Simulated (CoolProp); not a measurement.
R1336mzz(E) at 378.93 K and 0.792 MPa is throttled through a valve to 0.0939 MPa with no heat exchange. Each further row changes one setting.

Computed with CoolProp (reference Helmholtz-energy equation of state, Akasaka 2023).

```csv
case,temperature change (K),final density (kg/m³)
as stated,-10.0,5.11
outlet pressure 0.0282 MPa,-10.9,1.52
outlet pressure 0.122 MPa,-9.6,6.67
```
